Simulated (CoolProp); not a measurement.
Vapour-liquid equilibrium of carbon monoxide (1) + methane (2) at 107.1 K; x and y are mole fractions of (1).

Computed with CoolProp (multi-fluid Helmholtz-energy mixture model, Lemmon 2006 and Setzmann 1991; pair parameters Kunz 2012).

Problem. Give the bubble pressure and the first vapour's composition at x = 0.05, 0.35, 0.65. Is there an azeotrope?

Solution. x = 0.05: 1.152 bar, y = 0.425; x = 0.35: 4.040 bar, y = 0.873; x = 0.65: 6.334 bar, y = 0.944. No azeotrope shows between x = 0.05 and 0.95.

The pair parameters rest on a limited set of measurements; away from them the model extrapolates.
